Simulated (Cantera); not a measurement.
Reactions in the system N-O-V

Standard-state values (1 bar) from the NASA 1993 polynomials, evaluated with Cantera. Values are per mole of reaction as written; species without (g) are pure solids or liquids, kept so even where they would boil at 1 bar. VN: taken at fixed stoichiometry.

3 V2O5 + 3 N2(g) = 6 VN + 5 O3(g)

| T (K) | ΔH° (kJ) | ΔS° (J/K) | ΔG° (kJ) | log10 K | condensed phases |
|---|---|---|---|---|---|
| 300 | 4057.8 | 451.8 | 3922.3 | -682.91 | V2O5(s), VN(s) |
| 1123 | 3817.1 | 171.0 | 3625.1 | -168.61 | V2O5(l), VN(s) |
| 1323 | 3805.8 | 161.7 | 3591.9 | -141.81 | V2O5(l), VN(s) |
| 1523 | 3798.3 | 156.3 | 3560.2 | -122.10 | V2O5(l), VN(s) |
| 1723 | 3795.9 | 154.8 | 3529.1 | -106.99 | V2O5(l), VN(s) |
| 1923 | 3799.4 | 156.8 | 3498.0 | -95.01 | V2O5(l), VN(s) |
| 2123 | 3809.5 | 161.7 | 3466.2 | -85.28 | V2O5(l), VN(s) |
